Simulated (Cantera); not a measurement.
A closed system holds: 1 mol PbO, 7.5 mol H2, equilibrated at 1425 K and 4700 Pa.

These are equilibrium values from Cantera (NASA tables, ideal gas, pure condensed phases), not measurements of a reactor. Candidate condensed phases: H2O, Pb, PbO, PbO2, Pb3O4; 12 gas species. Rates play no part.

Base state: H2 0.765, H2O 0.118, Pb 0.118, H 2.75e-5, Pb2 1.44e-5 (mole fractions); condensed: gas only.

**Question.** What changes in the equilibrium state with this change: PbO replaced by HgO?

**Answer.** 
```
species   before    after
-------  -------  -------
H2         0.765    0.765
Hg             0    0.118
H2O        0.118    0.118
Pb         0.118        0
Pb2      1.44e-5        0
H        2.75e-5  2.75e-5
```
Further candidate phases: Hg, HgO.
